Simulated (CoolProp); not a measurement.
R125 at 293.15 K and 1.91 MPa flows at 18 m/s in a round tube of 2 mm bore and 1.5 µm roughness, fully developed (64/Re and Nu = 3.66 if laminar; Colebrook and Gnielinski if turbulent). Each further row changes one setting.

Model: reference Helmholtz-energy equation of state, Lemmon 2005, in CoolProp.

| case | Reynolds number | Darcy friction factor | pressure drop (Pa/m) | heat-transfer coefficient (W/(m² K)) | mass flow (kg/h) |
|---|---|---|---|---|---|
| as stated | 283000 | 0.0196 | 1940000 | 40600 | 250 |
| velocity 36 m/s | 566000 | 0.0190 | 7550000 | 79400 | 500 |
| diameter 4 mm | 566000 | 0.0167 | 831000 | 35900 | 999 |

Viscosity comes from a separate model (Huber 2006). Thermal conductivity comes from a separate model (Perkins 2006).
